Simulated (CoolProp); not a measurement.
Vapour-liquid equilibrium of CHF3 (R23) (1) + R125 (2) at 6.21 bar; x and y are mole fractions of (1).

Computed with CoolProp (multi-fluid Helmholtz-energy mixture model, Penoncello 2003 and Lemmon 2005; pair parameters Bell 2016).

Task: Give the bubble temperature and the first vapour's composition at x = 0.425, 0.725, 0.875. Is there an azeotrope?

Result: x = 0.425: -25.9 °C, y = 0.721; x = 0.725: -36.4 °C, y = 0.908; x = 0.875: -40.5 °C, y = 0.963. No azeotrope shows between x = 0.05 and 0.95.

Pair parameters are fitted to limited data, so mixtures are less certain than the pure fluids.
